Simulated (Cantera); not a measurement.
Input: 1 mol Si₃N₄, 1.8 mol CO₂, 9.3 mol N₂, at 2125 K and 0.100 bar.

These are equilibrium values from Cantera (NASA tables, ideal gas, pure condensed phases), not measurements of a reactor. Mutual solubility and eutectic melting of coexisting phases are not modelled. The tables' values for SiN are old estimates; treat these amounts as uncertain. Rates play no part.

| species | before | after |
|---|---|---|
| N₂ | 0.757 | 0.834 |
| CO | 0.0892 | 0.151 |
| SiO | 0.152 | 0.0148 |
| Si₂N | 0.000110 | <1e-9 |
| Si₂C | 7.80e-5 | <1e-9 |
| Si | 0.00174 | 6.12e-8 |
| Si₂ | 2.39e-5 | <1e-9 |
| SiN | 9.39e-5 | 9.17e-9 |
| CO₂ | 1.37e-7 | 2.17e-5 |
| Si(l), mol | 0.230 | 0 |
| SiC(s), mol | 0.468 | 0 |
| SiO₂(condensed), mol | 0 | 0.141 |
| Si₂N₂O(s), mol | 0 | 1.34 |
Gas species are given as mole fractions.

Task: Which change was made?
A. temperature from 2125 K to 1748.15 K
B. temperature from 2125 K to 2173 K
C. temperature from 2125 K to 2048.15 K
D. CO₂ from 1.8 to 0.018 mol

Result: A, temperature from 2125 K to 1748.15 K. The tables hold silica as quartz up to 1696 K and as liquid above; real silica turns to tridymite and cristobalite and melts near 1996 K
